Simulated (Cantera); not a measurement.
A closed system holds: 1 mol AlCl3, 2.3 mol O2, 57 mol N2, equilibrated at 1502 °C and 0.0133 bar.

Method: chemical equilibrium by Gibbs-energy minimisation in Cantera with the NASA 1993 tables (ideal gas, pure condensed phases). Candidate condensed phases: Al, AlCl3, AlN, Al2O3; 24 gas species. Rates play no part.

Base state: N2 0.926, Cl 0.0480, O2 0.0244, NO 0.00141, Cl2 0.000390, O 0.000130, ClO 1.58e-5 (mole fractions); condensed: Al2O3(s).

### Question
What changes in the equilibrium state with this change: pressure from 0.0133 bar to 1.00 bar?

### Answer
| species | before | after |
|---|---|---|
| N2 | 0.926 | 0.935 |
| Cl | 0.0480 | 0.0283 |
| O2 | 0.0244 | 0.0248 |
| Cl2 | 0.000390 | 0.0102 |
| AlCl3 | 3.00e-6 | 0.000135 |
| O | 0.000130 | 1.51e-5 |
| ClO | 1.58e-5 | 8.13e-5 |
| NO | 0.00141 | 0.00143 |
| Al2O3(s), mol | 0.500 | 0.496 |

### Question
What changes in the equilibrium state with this change: temperature from 1502 °C to 1350 °C?

### Answer
```json
[
 {"species": "N2", "before": "0.926", "after": "0.927"},
 {"species": "Cl", "before": "0.0480", "after": "0.0453"},
 {"species": "O2", "before": "0.0244", "after": "0.0248"},
 {"species": "Cl2", "before": "0.000390", "after": "0.00173"},
 {"species": "O", "before": "0.000130", "after": "2.59e-5"},
 {"species": "NO", "before": "0.00141", "after": "0.000796"},
 {"species": "ClO", "before": "1.58e-5", "after": "1.75e-5"},
 {"species": "Al2O3(s), mol", "before": "0.500", "after": "0.500"}
]
```
